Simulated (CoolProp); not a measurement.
Vapour-liquid equilibrium of CHF3 (R23) (1) + propane (2) at 277.2 K; x and y are mole fractions of (1).

The numbers come from the multi-fluid Helmholtz-energy mixture model, Penoncello 2003 and Lemmon 2009; pair parameters Bell 2016 in CoolProp.

```json
[
 {"x": "0.05", "bubble pressure, mixture model (bar)": "8.968", "bubble pressure, Raoult's law (bar)": "6.481", "y, mixture model": "0.383", "y, Raoult's law": "0.214"},
 {"x": "0.15", "bubble pressure, mixture model (bar)": "14.56", "bubble pressure, Raoult's law (bar)": "8.725", "y, mixture model": "0.611", "y, Raoult's law": "0.478"},
 {"x": "0.25", "bubble pressure, mixture model (bar)": "18.34", "bubble pressure, Raoult's law (bar)": "10.97", "y, mixture model": "0.691", "y, Raoult's law": "0.634"},
 {"x": "0.35", "bubble pressure, mixture model (bar)": "20.83", "bubble pressure, Raoult's law (bar)": "13.21", "y, mixture model": "0.731", "y, Raoult's law": "0.736"},
 {"x": "0.45", "bubble pressure, mixture model (bar)": "?", "bubble pressure, Raoult's law (bar)": "15.46", "y, mixture model": "0.757", "y, Raoult's law": "0.809"},
 {"x": "0.55", "bubble pressure, mixture model (bar)": "?", "bubble pressure, Raoult's law (bar)": "17.70", "y, mixture model": "0.779", "y, Raoult's law": "0.864"},
 {"x": "0.65", "bubble pressure, mixture model (bar)": "25.05", "bubble pressure, Raoult's law (bar)": "19.95", "y, mixture model": "?", "y, Raoult's law": "0.906"},
 {"x": "0.75", "bubble pressure, mixture model (bar)": "?", "bubble pressure, Raoult's law (bar)": "22.19", "y, mixture model": "0.837", "y, Raoult's law": "0.940"},
 {"x": "0.85", "bubble pressure, mixture model (bar)": "27.23", "bubble pressure, Raoult's law (bar)": "24.43", "y, mixture model": "0.883", "y, Raoult's law": "0.967"},
 {"x": "0.95", "bubble pressure, mixture model (bar)": "27.83", "bubble pressure, Raoult's law (bar)": "26.68", "y, mixture model": "0.952", "y, Raoult's law": "0.990"}
]
```

**Question.** Complete the blanks.

**Answer.** 
- 0.45, bubble pressure, mixture model (bar): 22.53
- 0.55, bubble pressure, mixture model (bar): 23.85
- 0.65, y, mixture model: 0.804
- 0.75, bubble pressure, mixture model (bar): 26.21

The largest gap from Raoult's law is +67.2 % in bubble pressure, at x = 0.25. No azeotrope shows between x = 0.05 and 0.95.

Pair parameters are fitted to limited data, so mixtures are less certain than the pure fluids. With so large a gap from Raoult's law the liquid may split in two, which this calculation doesn't test in full.
